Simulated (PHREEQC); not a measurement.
Consider water at 25 °C with 1.9 mmol/kgw H3PO4. It is in equilibrium with CO2 at log p = -3.4 (atm). Otherwise closed; pH follows from the charge balance.

Model: ion-association model, phreeqc.dat, run in PHREEQC.

```csv
quantity,before,after
pH,2.82,2.29
HPO4-2 (mol/kgw),7.38e-8,8.44e-8
HCO3- (mol/kgw),4.18e-9,1.25e-9
```

**Question.** Name the change that produced these shifts.
A) H3PO4 from 0.0019 to 0.00019 mol/kgw
B) H3PO4 from 0.0019 to 0.00038 mol/kgw
C) temperature from 25 to 20 °C
D) diluted 5-fold with water
E) H3PO4 from 0.0019 to 0.0095 mol/kgw

**Answer.** E, H3PO4 from 0.0019 to 0.0095 mol/kgw

This is a speciation only: nothing precipitates in the calculation.
